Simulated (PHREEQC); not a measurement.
A PHREEQC speciation (ion-association model, phreeqc.dat) at 65 °C gives pH 4.70 and these molalities:

```
species   mol/kgw
-------  --------
Cl-         0.223
Zn+2       0.0853
ZnCl+      0.0558
ZnCl2     0.00619
ZnCl3-    0.00205
ZnCl4-2  0.000581
H+        2.62e-5
ZnOH+     2.17e-5
```

### Question
What are the element totals, and what could have been dissolved in 1 kg of water to give them?

### Answer
One answer among several that fit: totals Cl 0.300, Zn 0.150 mol/kgw, from 0.15 mol ZnCl2 per kg of water.

This is a speciation only: nothing precipitates in the calculation. Away from 25 °C the constants follow the database's enthalpies or fits; those with neither stay at their 25 °C values.
